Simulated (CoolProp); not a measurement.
200 sccm (0 °C, 1 atm) of nitrogen bubbles through liquid dimethyl carbonate at 299.5 K and leaves saturated at a total pressure of 0.15 MPa (ideal gas phase). Each further row changes one setting.

Values from CoolProp's reference Helmholtz-energy equation of state, Zhou 2011.

```csv
case,vapour pressure (kPa),mole fraction of vapour,delivery (mg/min),delivery (sccm),change of delivery for a bath 1 K warmer (%)
as stated,7.78,0.0519,44.0,10.9,5.5
bath temperature 304.5 K,9.98,0.0665,57.3,14.3,5.3
total pressure 0.3 MPa,7.78,0.0259,21.4,5.33,5.3
```
